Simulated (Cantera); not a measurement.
Feed: 1 mol SiH4, 0.034 mol C2H2, 29 mol H2, at 2423 K.

These are equilibrium values from Cantera (NASA tables, ideal gas, pure condensed phases), not measurements of a reactor. Candidate condensed phases: C, C6H6, C7H8, C8H18, Si, SiC; 87 gas species. Mutual solubility and eutectic melting of coexisting phases are not modelled. Gases not in the tables: Si2H6 and higher silanes. Rates play no part.

Q: At 100000 Pa, list the 4 most abundant gas species with their mole fractions, and the condensed phases.

A: H2 0.978, H 0.0175, Si 0.00262, SiH 0.000772. Condensed: Si(l) + SiC(s).
